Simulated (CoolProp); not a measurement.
Vapour-liquid equilibrium of R22 (1) + R123 (2) at 0.894 MPa; x and y are mole fractions of (1).

Computed with CoolProp (multi-fluid Helmholtz-energy mixture model, Kamei 1995 and Younglove 1994; pair parameters Bell 2016).

**Question.** Give the bubble temperature and the first vapour's composition at x = 0.05, 0.575, 0.65. Is there an azeotrope?

**Answer.** x = 0.05: 370.8 K, y = 0.177; x = 0.575: 312.7 K, y = 0.906; x = 0.65: 308.2 K, y = 0.931. No azeotrope shows between x = 0.05 and 0.95.

Pair parameters are fitted to limited data, so mixtures are less certain than the pure fluids.
